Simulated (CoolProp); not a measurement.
Vapour-liquid equilibrium of dimethyl ether (1) + R236FA (2) at 0.23 MPa; x and y are mole fractions of (1).

The numbers come from the multi-fluid Helmholtz-energy mixture model, Wu 2011 and Pan 2012; pair parameters Bell 2016 in CoolProp.

Problem. Give the bubble temperature and the first vapour's composition at x = 0.35, 0.575, 0.875. Is there an azeotrope?

Solution. x = 0.35: 289.5 K, y = 0.462; x = 0.575: 283.3 K, y = 0.759; x = 0.875: 272.6 K, y = 0.970. No azeotrope shows between x = 0.05 and 0.95.

Pair parameters are fitted to limited data, so mixtures are less certain than the pure fluids.
